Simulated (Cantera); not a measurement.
A Cantera script and what it prints.

```python
import numpy as np
import cantera as ct

gas_names = """
    CL CL2 H HCL H2 N NH NH2 NH3 N2 N2H2 N2H4 Si SiCL SiCL2 SiCL3 SiCL4 SiH SiHCL3 SiH2 SiH2CL2 SiH3
    SiH3CL SiH4 SiN Si2 Si2N Si3
""".split()
cond_names = """
    NH4CL(a) NH4CL(b) Si(cr) Si(L) Si3N4(a)
""".split()


def load(file, names, dense=False):
    # The tables refer to 1 bar. Condensed volumes are neglected.
    table = {s.name: s for s in ct.Species.list_from_file(file)}
    out = []
    for n in names:
        d = dict(table[n].input_data)
        d["thermo"] = dict(d["thermo"], **{"reference-pressure": 1e5})
        if dense:
            d["equation-of-state"] = {"model": "constant-volume", "density": "1e6 g/cm^3"}
        out.append(ct.Species.from_dict(d))
    return out


gas = ct.Solution(thermo="ideal-gas", species=load("nasa_gas.yaml", gas_names))
cond = {s.name: ct.Solution(thermo="fixed-stoichiometry", species=[s], name=s.name)
        for s in load("nasa_condensed.yaml", cond_names, dense=True)}
atoms = {
    'Si2Cl6': {'Si': 2, 'CL': 6},
    'NH3': {'N': 1, 'H': 3},
}
top_T = {'Si3N4(a)': 2400}  # K; cautious upper limits of use, not melting points


def equilibrate(T, P, feed):
    n = {}
    for name, mol in feed.items():
        for a, k in atoms[name].items():
            n[a] = n.get(a, 0.0) + k * mol
    gas.TPX = T, P, n
    mass = sum(n.values()) * gas.mean_molecular_weight
    gas.equilibrate("TP")
    valid = [c for c in cond.values() if c.min_temp <= T <= top_T.get(c.name, c.max_temp)]
    mix = ct.Mixture([(gas, mass / gas.mean_molecular_weight)] + [(c, 0.0) for c in valid])
    mix.T, mix.P = T, P
    mix.equilibrate("TP", solver="vcs", rtol=1e-11, max_steps=5000)
    return mix


results = []
feed = {'Si2Cl6': 1, 'NH3': 20}  # mol
P = 1333.22  # Pa
for T in [1573, 1623, 1673, 1723, 1773, 1823, 1873, 1923, 1973, 2023, 2073, 2123]:
    mix = equilibrate(T, P, feed)
    results.append((T, P, feed, dict(zip(mix.species_names, mix.species_moles))))

top = {s: max(r[3][s] / sum(r[3][g] for g in gas_names) for r in results) for s in gas_names}
cols = sorted((s for s in top if top[s] > 0.0001), key=lambda s: -top[s])[:7]
seen = [c for c in cond_names if any(r[3].get(c, 0) > 1e-12 for r in results)]
print("log10 of partial pressures in bar; condensed amounts in mol")
print(f"{'T/K':>10s}" + "".join(f"{s[:9]:>10s}" for s in cols + seen))
for T, P, feed, n in results:
    ng = sum(n[g] for g in gas_names)
    print(f"{T:10.4g}" + "".join(f"{np.log10(max(n[s] / ng * P / 1e5, 1e-99)):10.3f}" for s in cols)
          + "".join(f"{n.get(c, 0):10.4g}" for c in seen))
```

Output:

```
log10 of partial pressures in bar; condensed amounts in mol
       T/K        H2        N2       HCL     SiCL2         H        Si      SiCL     Si(L)  Si3N4(a)
      1573    -2.059    -2.544    -2.802    -3.806    -5.420    -8.050    -7.217         0    0.4976
      1623    -2.057    -2.538    -2.847    -3.638    -5.189    -7.350    -6.726         0    0.4189
      1673    -2.055    -2.532    -2.902    -3.507    -4.971    -6.693    -6.278         0    0.3317
      1723    -2.053    -2.526    -2.966    -3.406    -4.766    -6.074    -5.869         0     0.243
      1773    -2.058    -2.509    -2.981    -3.398    -4.575    -5.672    -5.616    0.6814         0
      1823    -2.059    -2.509    -2.973    -3.410    -4.393    -5.355    -5.419    0.7054         0
      1873    -2.061    -2.510    -2.966    -3.423    -4.220    -5.055    -5.233    0.7188         0
      1923    -2.063    -2.511    -2.959    -3.437    -4.057    -4.770    -5.058    0.7152         0
      1973    -2.065    -2.512    -2.955    -3.451    -3.902    -4.501    -4.893    0.6842         0
      2023    -2.069    -2.514    -2.952    -3.467    -3.756    -4.245    -4.737    0.6091         0
      2073    -2.074    -2.517    -2.951    -3.485    -3.617    -4.001    -4.590     0.464         0
      2123    -2.080    -2.521    -2.953    -3.506    -3.485    -3.770    -4.452     0.208         0
```

Method: chemical equilibrium by Gibbs-energy minimisation in Cantera with the NASA 1993 tables (ideal gas, pure condensed phases). The feed counts by its element totals alone. The tables' values for SiCl, SiCl3, SiN are old estimates; treat these amounts as uncertain. Gases not in the tables: Si2H6 and higher silanes.
